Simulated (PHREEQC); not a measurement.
**Leach liquor: speciation**

Dissolve 0.0097 mol/kgw HCl and 0.00027 mol/kgw MnSO4 at 45 °C. Closed to the air; pH follows from the charge balance.

Model: ion-association model, phreeqc.dat, run in PHREEQC.

This is a speciation only: nothing precipitates in the calculation.

Estimate the pH, specific conductance.

pH 2.06; specific conductance 5730 µS/cm.

In which forms is Mn present?

Mn+2 96 %, MnCl+ 2.5 %, MnSO4 1.4 % of the Mn.

Constants without temperature data keep their 25 °C values here.
